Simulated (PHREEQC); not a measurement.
Make-up at 38 °C: 4.8 mol MgCl2, 0.059 mol KCl and 0.0018 mol H4SiO4 per kg of water. Closed to the air; pH follows from the charge balance.

All values are PHREEQC results (Pitzer model, pitzer.dat), not measurements.

Each row changes one thing in this solution. This is a speciation only: nothing precipitates in the calculation.

| case | pH | H3SiO4- (mol/kgw) | SI of SiO2(a) (SiO2) |
|---|---|---|---|
| as made | 3.10 | 3.40e-7 | +1.45 |
| diluted 10-fold with water | 6.04 | 1.93e-7 | -1.07 |
| temperature from 38 to 90 °C | 2.82 | 3.53e-7 | +0.87 |
| temperature from 38 to 5 °C | 3.43 | 2.13e-7 | +1.77 |
| KCl left out | 3.11 | 3.48e-7 | +1.45 |
| MgCl2 replaced by CaCl2 at the same molality | 3.99 | 1.59e-6 | +1.35 |
| MgCl2 from 4.8 to 4.32 mol/kgw | 3.43 | 4.14e-7 | +1.23 |

Some of these states are supersaturated (in SiO2(a), Carnallite, for instance). In brines, pH and single-ion activities rest on the MacInnes convention. Away from 25 °C the constants follow the database's enthalpies or fits; those with neither stay at their 25 °C values.
